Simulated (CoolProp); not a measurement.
Values from CoolProp's reference Helmholtz-energy equation of state, Leachman 2009.

Q: Give the vapour pressure (kPa), vapour density (kg/m³), liquid viscosity (µPa s) of saturated normal hydrogen at 23.7, 29.8 K.

A: 
```tsv
T (K)	p (kPa)	vapour density (kg/m³)	liquid viscosity (µPa s)
23.7	241	2.96	10.4
29.8	779	10.0	6.50
```

Viscosity comes from a separate model (Muzny 2013).
